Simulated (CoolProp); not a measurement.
The fluid at 293.15 K and 0.0379 MPa is throttled through a valve to 0.0192 MPa with no heat exchange. The same conditions are run with several fluids, on thermodynamics alone (safety and materials aside).

Computed with CoolProp (reference Helmholtz-energy equation of state of each fluid (R245fa: Akasaka 2015; n-butane: Bücker 2006; R114: Platzer 1990; R13: Platzer 1990; C2F6 (R116): Lemmon 2006)). The equations of Platzer and Polt are older, rougher fits.

```
fluid        temperature change (K)  final density (kg/m³)
-----------  ----------------------  ---------------------
R245fa                         -0.6             (withheld)
n-butane                 (withheld)             (withheld)
R114                     (withheld)             (withheld)
R13                            -0.2             (withheld)
C2F6 (R116)                    -0.2             (withheld)
```

Problem. Some entries are withheld; supply them.

Solution. 
- R245fa, final density (kg/m³): 1.07
- n-butane, temperature change (K): -0.5
- n-butane, final density (kg/m³): 0.461
- R114, temperature change (K): -0.4
- R114, final density (kg/m³): 1.36
- R13, final density (kg/m³): 0.825
- C2F6 (R116), final density (kg/m³): 1.09
